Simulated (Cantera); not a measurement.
An isothermal, constant-pressure homogeneous reactor starts with CO : O2 : H2O : N2 = 0.0012 : 0.0037 : 0.085 : 1 (molar parts), equivalence ratio 0.16, at 1025 K and 5.20 bar.

Computed with Cantera and GRI-Mech 3.0 (53 species, 325 reactions).

**Question.** Predict: x(CO) at 1.00 s; x(O2) at 1.00 s; x(H2O) at 1.00 s; x(H) at 1.00 s; x(CO2) at 1.00 s; x(H2O2) at 1.00 s.

**Answer.** 
```
Property                                               Value
-----------------  -----------------------------------------
x(CO) at 1.00 s    0.000763 (gas-phase equilibrium 1.27e-12)
x(O2) at 1.00 s      0.00324 (gas-phase equilibrium 0.00284)
x(H2O) at 1.00 s       0.0780 (gas-phase equilibrium 0.0780)
x(H) at 1.00 s        2.19e-9 (gas-phase equilibrium <1e-12)
x(CO2) at 1.00 s    0.000338 (gas-phase equilibrium 0.00110)
x(H2O2) at 1.00 s   6.57e-8 (gas-phase equilibrium 3.65e-11)
```
